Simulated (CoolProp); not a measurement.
A Linde-Hampson liquefier for methane: isothermal reversible compression at 280 K from 1 atm to 25 MPa, throttling to 1 atm, return gas leaving the recuperator 2 K below the feed. Each further row changes one setting.

The numbers come from the reference Helmholtz-energy equation of state, Setzmann 1991 in CoolProp.

```
case                        liquid yield per pass  compression work (kJ/kg of gas)
--------------------------  ---------------------  -------------------------------
as stated                                   0.260                              740
high pressure 50 MPa                        0.282                              839
warm-end temperature 310 K                  0.197                              842
warm-end gap 7 K                            0.250                              740
```
